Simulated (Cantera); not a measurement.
Mixture: CH₄ : H₂ : O₂ : N₂ : CO₂ = 1 : 1.1 : 2.12 : 7.99 : 1.1 (molar parts), at 23.0 bar, adiabatic and at constant pressure. Ignition delay is the time to a rise of 400 K.

Cantera simulation using GRI-Mech 3.0 (53 species, 325 reactions); the numbers are that mechanism's predictions, not measurements. The pressure lies above the range GRI-Mech 3.0 was tuned for (to about 10 atm). Below about 1000 K GRI-Mech 3.0 lacks low-temperature oxidation paths. Below about 950 K walls govern HO2 and H2O2 in real vessels.

Problem. What does this change do: pressure from 23.0 bar to 19.0 bar?

Solution. 
| quantity | before | after |
|---|---|---|
| delay at 850 K | 0.444 s | 0.498 s |
| delay at 1050 K | 2.79 ms | 3.04 ms |
| delay at 1250 K | 96.3 µs | 0.103 ms |
| delay at 1450 K | 16.0 µs | 18.5 µs |
| delay at 1650 K | 5.27 µs | 6.15 µs |
| apparent activation energy between 1550 and 1750 K | 110 kJ/mol | 110 kJ/mol |

Problem. What does this change do: H2 1.1 to 0.75 parts?

Solution. 
```
quantity                                                before       after
--------------------------------------------------  ----------  ----------
delay at 850 K                                         0.444 s     0.472 s
delay at 1050 K                                        2.79 ms     3.01 ms
delay at 1250 K                                        96.3 µs    0.119 ms
delay at 1450 K                                        16.0 µs     22.2 µs
delay at 1650 K                                        5.27 µs     7.16 µs
apparent activation energy between 1550 and 1750 K  110 kJ/mol  120 kJ/mol
```
